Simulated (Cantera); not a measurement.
# Abatement and gas-phase synthesis: NF3 + SO2 + O2

Charge: 1 mol NF3, 0.16 mol SO2, 4 mol O2, equilibrated at 0.200 bar.

Equilibrium computed with Cantera from the NASA thermochemical tables; the gas is ideal and each condensed phase is pure. Candidate condensed phases: S; 63 gas species. Ions and electrons are included (thermal ionisation). Equilibrium is a limit: real reactors are often held back by kinetics, nucleation or transport.

From 2727 °C to 4727 °C nothing is condensed.

| T (°C) | x O | x O2 | x F | x N2 | x NO | x SO2 | x N | x S |
|---|---|---|---|---|---|---|---|---|
| 2727 | 0.159 | 0.394 | 0.360 | 0.0516 | 0.0167 | 0.0155 | 7.07e-6 | 0.000161 |
| 3227 | 0.455 | 0.171 | 0.300 | 0.0416 | 0.0166 | 0.00446 | 0.000101 | 0.00297 |
| 3727 | 0.638 | 0.0367 | 0.262 | 0.0379 | 0.0108 | 0.000259 | 0.000772 | 0.00977 |
| 4227 | 0.679 | 0.00745 | 0.253 | 0.0370 | 0.00649 | 9.58e-6 | 0.00387 | 0.0126 |
| 4727 | 0.685 | 0.00191 | 0.250 | 0.0329 | 0.00393 | 5.32e-7 | 0.0135 | 0.0131 |
x: gas mole fraction; nothing condenses.
